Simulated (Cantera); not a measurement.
An adiabatic, constant-pressure homogeneous reactor starts with 25.5 % CO, 12.0 % H₂, 8.16 % O₂, 54.3 % N₂, at 1175 K and 16.8 atm.

Model: GRI-Mech 3.0 (53 species, 325 reactions), integrated in Cantera. The hydrogen kinetics of GRI-Mech 3.0 are dated; newer H2 mechanisms differ, most at raised pressure. The pressure lies above the range GRI-Mech 3.0 was tuned for (to about 10 atm).

Q: Predict: time of steepest temperature rise; temperature at 9.00 s; equilibrium temperature; x(CO) at 9.00 s; x(H₂) at 9.00 s; x(O₂) at 9.00 s; x(N₂O) at 9.00 s; x(H₂O₂) at 9.00 s; x(NO) at 9.00 s.

A: 
- time of steepest temperature rise = 74.7 µs
- temperature at 9.00 s = 2382 K
- equilibrium temperature = 2382 K
- x(CO) at 9.00 s = 0.194 (gas-phase equilibrium 0.194)
- x(H₂) at 9.00 s = 0.0367 (gas-phase equilibrium 0.0367)
- x(O₂) at 9.00 s = 4.11e-6 (gas-phase equilibrium 4.11e-6)
- x(N₂O) at 9.00 s = 1.41e-8 (gas-phase equilibrium 1.41e-8)
- x(H₂O₂) at 9.00 s = 4.22e-9 (gas-phase equilibrium 4.22e-9)
- x(NO) at 9.00 s = 7.12e-5 (gas-phase equilibrium 7.12e-5)
